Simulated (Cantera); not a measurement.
## Hydrocarbon pyrolysis for carbon deposition

An isothermal, constant-pressure homogeneous reactor starts with 11.8 % CH4, 84.7 % H2, 3.53 % N2, at 1673 K and 0.585 Torr.

Detailed kinetics in Cantera: GRI-Mech 3.0 (53 species, 325 reactions). GRI-Mech 3.0 stops at C3 and has no aromatics, soot or wall deposition, so with more carbon than oxygen in the feed, carbon stays in small species such as C2H2 where larger ones or solid carbon would form. Radical loss at walls, strong at low pressure, is not modelled.

| t (s) | x CH4 | x H2 | x C2H2 | x C2H6 | x H |
|---|---|---|---|---|---|
| 0.000400 | 0.118 | 0.847 | <1e-12 | <1e-12 | 4.17e-7 |
| 0.000972 | 0.118 | 0.847 | <1e-12 | <1e-12 | 8.56e-7 |
| 0.00236 | 0.118 | 0.847 | <1e-12 | 5.89e-12 | 1.85e-6 |
| 0.00574 | 0.118 | 0.847 | 1.21e-12 | 1.01e-10 | 4.24e-6 |
| 0.0139 | 0.118 | 0.847 | 5.11e-11 | 1.37e-9 | 1.01e-5 |
| 0.0339 | 0.118 | 0.847 | 2.05e-9 | 1.46e-8 | 2.42e-5 |
| 0.0823 | 0.117 | 0.847 | 8.49e-8 | 1.18e-7 | 5.87e-5 |
| 0.200 | 0.117 | 0.847 | 3.83e-6 | 7.50e-7 | 0.000144 |
| 0.486 | 0.116 | 0.847 | 0.000175 | 3.97e-6 | 0.000365 |
| 1.18 | 0.104 | 0.853 | 0.00434 | 1.15e-5 | 0.000843 |
| 2.87 | 0.0689 | 0.874 | 0.0205 | 7.05e-6 | 0.00110 |
| 6.97 | 0.0343 | 0.894 | 0.0367 | 2.05e-6 | 0.00128 |
| 16.9 | 0.0126 | 0.907 | 0.0467 | 3.64e-7 | 0.00164 |
| 41.2 | 0.00331 | 0.911 | 0.0510 | 3.59e-8 | 0.00238 |
| 100 | 0.000674 | 0.912 | 0.0522 | 2.03e-9 | 0.00344 |
x: mole fraction; the columns are a selection and need not sum to one.

Equilibrium at this temperature and pressure: CH4 2.26e-5, H2 0.912, C2H2 0.0436, C2H6 3.50e-12, H 0.00392 (gas phase only).
